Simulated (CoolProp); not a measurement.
The fluid at 89.2 K and 11.4 MPa is throttled through a valve to 0.666 MPa with no heat exchange. The same conditions are run with several fluids, on thermodynamics alone (safety and materials aside).

The numbers come from the reference Helmholtz-energy equation of state of each fluid (oxygen: Schmidt 1985; fluorine: de Reuck 1990; dry air: Lemmon 2000; carbon monoxide: Lemmon 2006; propane: Lemmon 2009) in CoolProp. Blends and air are pseudo-pure fits.

**Question.** Rank oxygen, fluorine, dry air, carbon monoxide, propane by temperature change (K), highest first.

**Answer.** propane (+6.7), oxygen (+3.5), dry air (+3.3), carbon monoxide (+3.2), fluorine (+2.8)

```
fluid            final density (kg/m³)
---------------  ---------------------
oxygen                            1130
fluorine                          1450
dry air                            811
carbon monoxide                    745
propane                            723
```
